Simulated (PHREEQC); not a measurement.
Solution (20 °C): 80 mmol/kgw Mn(NO3)2. Closed to the air; pH follows from the charge balance.

Equilibrium calculation in PHREEQC: ion-association model, phreeqc.dat.

This is a speciation only: nothing precipitates in the calculation.

**Question.** Predict the pH, specific conductance, density.

**Answer.** pH 6.17; specific conductance 12200 µS/cm; density 1.009 g/cm³.

**Question.** In which forms is N present?

**Answer.** NO3- 99 %, Mn(NO3)2 1.4 % of the N.

Complexes and solids missing from the database can't appear.
